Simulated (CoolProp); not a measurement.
Properties of trans-2-butene along the isobar 4130 kPa (Tc = 155.5 °C, pc = 4019 kPa, ω = 0.210).

Computed with CoolProp (reference Helmholtz-energy equation of state, Lemmon 2005). It is a short technical equation, of lower accuracy than the large ones.

```tsv
T (°C)	phase	density (kg/m³)	cp (kJ/(kg K))	isothermal compressibility (1/MPa)	fugacity coefficient
-12.95	liquid	646.2	2.156	0.001641	0.01604
4.65	liquid	627.4	2.219	0.001990	0.03157
22.35	liquid	607.8	2.291	0.002453	0.05644
39.95	liquid	587.4	2.373	0.003082	0.09263
57.65	liquid	565.5	2.468	(withheld)	0.1424
75.25	liquid	541.9	2.579	0.005334	0.2060
92.85	liquid	515.8	2.718	0.007539	(withheld)
110.55	liquid	485.4	2.908	(withheld)	0.3751
128.15	liquid	448.1	3.221	0.02121	0.4763
```

Task: What belongs in the gaps?

Result: 
- 57.65, isothermal compressibility (1/MPa): 0.003983
- 92.85, fugacity coefficient: 0.2838
- 110.55, isothermal compressibility (1/MPa): 0.01165
